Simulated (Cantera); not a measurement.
A closed system holds: 1 mol Si, 2 mol HCl, 9.9 mol H2, equilibrated at 1223.15 K and 7.50 Torr.

Cantera equilibrium calculation (NASA polynomials, part measured and part estimated; ideal gas, pure solids and liquids). Candidate condensed phases: Si; 19 gas species. The tables' values for SiCl3 are old estimates; treat these amounts as uncertain. Rates play no part.

Base state: H2 0.882, HCl 0.0850, SiCl2 0.0199, SiCl4 0.00660, SiCl3 0.00406, SiHCl3 0.00212, SiH2Cl2 9.06e-5 (mole fractions); condensed: Si(s).

Question: What changes in the equilibrium state with this change: temperature from 1223.15 K to 1150 K?

Answer: 
```
species      before     after
----------  -------  --------
H2            0.882     0.899
HCl          0.0850    0.0675
SiCl4       0.00660    0.0145
SiCl2        0.0199    0.0111
SiHCl3      0.00212   0.00394
SiH2Cl2     9.06e-5  0.000134
Si(s), mol    0.614     0.608
```
